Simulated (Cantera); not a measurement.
Charge: 1 mol MgO, 0.37 mol CH4, 0.46 mol H2, equilibrated at 0.100 bar.

Method: chemical equilibrium by Gibbs-energy minimisation in Cantera with the NASA 1993 tables (ideal gas, pure condensed phases). Candidate condensed phases: C, C6H6, C7H8, C8H18, H2O, Mg, MgCO3, MgO, Mg(OH)2; 116 gas species. The numbers say what is thermodynamically allowed, not how fast it happens.

Q: Which condensed phases are stable at each of these points (T (K)): 1300, 1350, 1400, 1450, 1500, 1550, 1600, 1650, 1700, 1750, 1800, 1850, 1900?

A: 
| T (K) | condensed phases | Mg condensed (%) |
|---|---|---|
| 1300 | C(graphite) + MgO(s) | 100.0 |
| 1350 | C(graphite) + MgO(s) | 99.9 |
| 1400 | C(graphite) + MgO(s) | 99.8 |
| 1450 | C(graphite) + MgO(s) | 99.6 |
| 1500 | C(graphite) + MgO(s) | 99.1 |
| 1550 | C(graphite) + MgO(s) | 97.9 |
| 1600 | C(graphite) + MgO(s) | 95.3 |
| 1650 | C(graphite) + MgO(s) | 89.8 |
| 1700 | C(graphite) + MgO(s) | 76.5 |
| 1750 | MgO(s) | 63.0 |
| 1800 | MgO(s) | 63.0 |
| 1850 | MgO(s) | 63.0 |
| 1900 | MgO(s) | 63.0 |

From 1300 K to 1700 K the condensed part is C(graphite) + MgO(s). From 1750 K to 1900 K the condensed part is MgO(s).
